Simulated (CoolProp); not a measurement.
Model: reference Helmholtz-energy equation of state, Smukala 2000, in CoolProp.

**Question.** For ethylene, give the phase and the Z, Joule-Thomson coefficient (K/MPa) at 48.95 °C and 91.7 bar; 48.95 °C and 115 bar; 48.95 °C and 183 bar.

**Answer.** 
- 48.95 °C and 91.7 bar: supercritical; Z 0.492, Joule-Thomson coefficient 5.55
- 48.95 °C and 115 bar: supercritical; Z 0.455, Joule-Thomson coefficient 3.00
- 48.95 °C and 183 bar: supercritical; Z 0.553, Joule-Thomson coefficient 0.850
